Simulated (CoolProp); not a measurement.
A single-stage vapour-compression cycle with 1,2-dichloroethane: evaporating at 304.15 K (dew point), condensing at 363.15 K (bubble point), superheat 0 K, subcooling 0 K, compressor efficiency 0.75, no pressure losses. Each further row changes one setting.

Model: reference Helmholtz-energy equation of state, Thol 2015, in CoolProp.

```csv
case,cooling COP,pressure ratio,discharge temperature (K),refrigerating effect (kJ/kg),volumetric capacity (kJ/m³)
as stated,3.33,8.89,399.9,273,149
evaporating temperature 309.15 K,3.75,7.11,395.6,277,187
condensing temperature 358.15 K,3.69,7.63,392.8,280,153
subcooling 5 K,3.41,8.89,399.9,280,153
superheat 10 K,3.32,8.89,411.7,281,149
compressor efficiency 0.65,2.88,8.89,413.2,273,149
```
